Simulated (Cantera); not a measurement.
Charge: 1 mol BCl₃, 8.8 mol H₂, 0.26 mol N₂, at 1227 °C and 13.3 mbar.

Equilibrium computed with Cantera from the NASA thermochemical tables; the gas is ideal and each condensed phase is pure. Candidate condensed phases: B, BN, NH₄Cl; 21 gas species. Mutual solubility and eutectic melting of coexisting phases are not modelled. The tables' values for BCl, BCl₂ are old estimates; treat these amounts as uncertain. Gases not in the tables: BHCl₂. Kinetics and transport are ignored.

Base state: H₂ 0.730, HCl 0.258, BCl₃ 0.0110, BCl 0.000609, BCl₂ 0.000501, H 0.000130, Cl 3.71e-5 (mole fractions); condensed: B(s) + BN(s).

### Question
What changes in the equilibrium state with this change: BCl₃ replaced by borazine?

### Answer
```csv
species,before,after
H₂,0.730,0.978
N₂,4.09e-7,0.0216
H,0.000130,0.000151
HCl,0.258,0
BCl₃,0.0110,0
BCl,0.000609,0
BCl₂,0.000501,0
"B(s), mol",0.356,0
"BN(s), mol",0.520,3.00
```
The feed counts by its element totals alone.
